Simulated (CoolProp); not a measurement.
Methanol at 279.95 K and 0.781 MPa is throttled through a valve to 0.272 MPa with no heat exchange. Each further row changes one setting.

Computed with CoolProp (reference Helmholtz-energy equation of state, de Reuck 1993).

```json
[
 {"case": "as stated", "temperature change (K)": "+0.2"},
 {"case": "outlet pressure 0.0816 MPa", "temperature change (K)": "+0.2"},
 {"case": "outlet pressure 0.354 MPa", "temperature change (K)": "+0.1"}
]
```
